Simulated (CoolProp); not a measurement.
Vapour-liquid equilibrium of R134a (1) + isobutane (2) at 0.55 °C; x and y are mole fractions of (1).

The numbers come from the multi-fluid Helmholtz-energy mixture model, Tillner-Roth 1994 and Bücker 2006; pair parameters Bell 2016 in CoolProp.

```
x     bubble pressure, mixture model (bar)  bubble pressure, Raoult's law (bar)  y, mixture model  y, Raoult's law
----  ------------------------------------  -----------------------------------  ----------------  ---------------
0.05                                 2.146                                1.670             0.274            0.089
0.15                                 2.844                                1.808             0.483            0.248
0.25                                 3.209                                1.947             0.566            0.384
0.35                                 3.395                                2.086             0.608            0.501
0.45                                 3.491                                2.224             0.635            0.604
0.55                                 3.543                                2.363             0.656            0.695
0.65                                 3.569                                2.502             0.679            0.776
0.75                                 3.564                                2.640             0.711            0.848
0.85                                 3.487                                2.779             0.769            0.914
0.95                                 3.239                                2.918             0.887            0.973
```

The largest gap from Raoult's law is +64.8 % in bubble pressure, at x = 0.25. y crosses x between x = 0.65 and 0.75: the model has an azeotrope there.

Pair parameters are fitted to limited data, so mixtures are less certain than the pure fluids. With so large a gap from Raoult's law the liquid may split in two, which this calculation doesn't test in full.
